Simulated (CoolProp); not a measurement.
The numbers come from the reference Helmholtz-energy equation of state, Lemmon 2006 in CoolProp. It is a short technical equation, of lower accuracy than the large ones.

**Question.** For toluene, give the phase and the density (kg/m³), Joule-Thomson coefficient (K/MPa) at 481.4 K and 774 kPa; 481.4 K and 4640 kPa.

**Answer.** 
- 481.4 K and 774 kPa: gas; density 21.2, Joule-Thomson coefficient 18.9
- 481.4 K and 4640 kPa: liquid; density 678, Joule-Thomson coefficient -0.0609
